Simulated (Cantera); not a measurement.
Cantera run:

```python
import numpy as np
import cantera as ct

gas_names = """
    AL ALCL ALCL2 ALCL3 ALH AL2 AL2CL6 CL CL2 H HCL H2
""".split()
cond_names = """
    AL(cr) AL(L) ALCL3(s) ALCL3(L)
""".split()


# ... load() reads the species with a 1 bar reference pressure and builds the phases ...
atoms = {
    'Al': {'AL': 1},
    'Cl2': {'CL': 2},
    'H2': {'H': 2},
}
top_T = {}  # K; cautious upper limits of use, not melting points


# ... equilibrate(T, P, feed) seeds the gas with the atoms and calls Mixture.equilibrate('TP', solver="vcs", rtol=1e-11, max_steps=5000) ...
results = []
feed = {'Al': 1, 'Cl2': 4.3, 'H2': 40}  # mol
T = 1325  # K
for P in [1, 10, 100, 1000, 10000, 100000]:
    mix = equilibrate(T, P, feed)
    results.append((T, P, feed, dict(zip(mix.species_names, mix.species_moles))))
    x = sorted(zip(gas.X, gas.species_names), reverse=True)
    print(f"T = {T:g} K  P = {P:g} Pa  gas = {mix.phase_moles(0):.4g} mol")
    print("   x: " + "  ".join(f"{s} {v:.3e}" for v, s in x if v > 1e-05))
    print("   condensed (mol): " + ("  ".join(f"{mix.phase(i).name} {mix.phase_moles(i):.4g}"
          for i in range(1, mix.n_phases) if mix.phase_moles(i) > 1e-12) or "none"))
```

Output:

```
T = 1325 K  P = 1 Pa  gas = 44.56 mol
   x: H2 8.180e-01  HCL 1.590e-01  ALCL 1.563e-02  ALCL3 4.697e-03  ALCL2 2.114e-03  H 4.677e-04  CL 7.620e-05
   condensed (mol): none
T = 1325 K  P = 10 Pa  gas = 44.12 mol
   x: H2 8.357e-01  HCL 1.414e-01  ALCL3 1.424e-02  ALCL 6.119e-03  ALCL2 2.303e-03  H 1.495e-04  CL 2.121e-05
   condensed (mol): none
T = 1325 K  P = 100 Pa  gas = 43.87 mol
   x: H2 8.463e-01  HCL 1.309e-01  ALCL3 2.060e-02  ALCL2 1.145e-03  ALCL 1.047e-03  H 4.757e-05
   condensed (mol): none
T = 1325 K  P = 1000 Pa  gas = 43.81 mol
   x: H2 8.487e-01  HCL 1.284e-01  ALCL3 2.231e-02  ALCL2 4.002e-04  ALCL 1.180e-04  H 1.507e-05
   condensed (mol): none
T = 1325 K  P = 10000 Pa  gas = 43.8 mol
   x: H2 8.492e-01  HCL 1.280e-01  ALCL3 2.269e-02  ALCL2 1.292e-04  ALCL 1.209e-05
   condensed (mol): none
T = 1325 K  P = 100000 Pa  gas = 43.8 mol
   x: H2 8.493e-01  HCL 1.279e-01  ALCL3 2.278e-02  ALCL2 4.106e-05
   condensed (mol): none
```

Method: chemical equilibrium by Gibbs-energy minimisation in Cantera with the NASA 1993 tables (ideal gas, pure condensed phases). The tables' values for AlCl2 are old estimates; treat these amounts as uncertain.
